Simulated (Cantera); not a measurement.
Equilibrium for abatement and gas-phase synthesis: CO2 + SO2 + N2

Feed: 1 mol CO2, 0.014 mol SO2, 0.73 mol N2, at 10.0 mbar.

These are equilibrium values from Cantera (NASA tables, ideal gas, pure condensed phases), not measurements of a reactor. Candidate condensed phases: C, S; 35 gas species. Equilibrium is a limit: real reactors are often held back by kinetics, nucleation or transport.

| T (K) | x CO2 | x N2 | x CO | x O | x O2 | x NO | x SO2 |
|---|---|---|---|---|---|---|---|
| 798 | 0.573 | 0.419 | 4.26e-8 | <1e-12 | 2.21e-12 | 4.57e-12 | 0.00803 |
| 998 | 0.573 | 0.419 | 8.64e-7 | <1e-12 | 1.43e-7 | 1.84e-8 | 0.00803 |
| 1198 | 0.573 | 0.419 | 2.69e-5 | 8.51e-10 | 1.26e-5 | 1.09e-6 | 0.00803 |
| 1398 | 0.573 | 0.418 | 0.000395 | 1.26e-7 | 0.000189 | 1.57e-5 | 0.00802 |
| 1598 | 0.570 | 0.418 | 0.00294 | 5.32e-6 | 0.00141 | 0.000115 | 0.00801 |
| 1798 | 0.556 | 0.415 | 0.0138 | 9.69e-5 | 0.00659 | 0.000531 | 0.00795 |
| 1998 | 0.514 | 0.408 | 0.0456 | 0.000966 | 0.0215 | 0.00175 | 0.00776 |
| 2198 | 0.427 | 0.392 | 0.112 | 0.00603 | 0.0511 | 0.00437 | 0.00730 |
| 2398 | 0.296 | 0.365 | 0.209 | 0.0255 | 0.0881 | 0.00841 | 0.00641 |
| 2598 | 0.163 | 0.333 | 0.302 | 0.0757 | 0.108 | 0.0126 | 0.00495 |
| 2798 | 0.0707 | 0.302 | 0.354 | 0.162 | 0.0903 | 0.0149 | 0.00292 |
| 2998 | 0.0254 | 0.280 | 0.368 | 0.256 | 0.0518 | 0.0141 | 0.00104 |
| 3198 | 0.00836 | 0.268 | 0.366 | 0.319 | 0.0222 | 0.0113 | 0.000206 |
| 3398 | 0.00281 | 0.263 | 0.364 | 0.348 | 0.00845 | 0.00847 | 2.91e-5 |
x: gas mole fraction; nothing condenses.

From 798 K to 3398 K nothing is condensed. The main C-bearing gas is CO2 at 798 K and CO at 3398 K.
